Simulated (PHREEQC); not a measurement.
Make-up at 25 °C: 6.5 mmol/kgw CaSO4, 0.49 mmol/kgw Na2HPO4 and 0.33 mmol/kgw KCl. Closed to the air; pH follows from the charge balance.

Computed with PHREEQC (ion-association model, phreeqc.dat).

```
quantity                    before    after
-------------------------  -------  -------
pH                            7.83     7.04
ionic strength (mol/kgw)    0.0210   0.0203
SO4-2 (mol/kgw)            0.00504  0.00499
Ca+2 (mol/kgw)             0.00483  0.00500
CaSO4 (mol/kgw)            0.00144  0.00150
HSO4- (mol/kgw)            4.77e-9  2.96e-8
SI of Gypsum (CaSO4:2H2O)    -0.51    -0.49
```

Q: What was changed between the two runs?
(A) Na2HPO4 left out
(B) KCl replaced by HCl at the same molality
(C) Na2HPO4 from 0.00049 to 0.000245 mol/kgw
(D) diluted 5-fold with water
(E) KCl from 0.00033 to 0.000363 mol/kgw

A: A, Na2HPO4 left out

This is a speciation only: nothing precipitates in the calculation. Some of these states are supersaturated (in Hydroxyapatite, for instance).
